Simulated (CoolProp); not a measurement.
A closed Brayton cycle with carbon dioxide: compressor inlet 329.15 K and 9.2 MPa, high pressure 18.5 MPa, turbine inlet 865 K, compressor efficiency 0.89, turbine efficiency 0.93, recuperator effectiveness 0 (on enthalpy, no pinch check). Each further row changes one setting.

Model: reference Helmholtz-energy equation of state, Span 1996, in CoolProp.

```
case                           thermal efficiency (%)  net work (kJ/kg)  compressor to turbine work  compressor exit (K)  turbine exit (K)
-----------------------------  ----------------------  ----------------  --------------------------  -------------------  ----------------
as stated                                        11.3              70.8                        0.31                384.4             775.2
turbine inlet 815 K                              11.4              64.3                        0.33                384.4             728.4
compressor inlet 339.15 K                        11.1              66.2                        0.35                399.2             775.2
high pressure 15.7 MPa                            8.8              56.0                        0.29                371.2             795.9
recuperator effectiveness 0.5                    17.8              70.8                        0.31                384.4             775.2
```
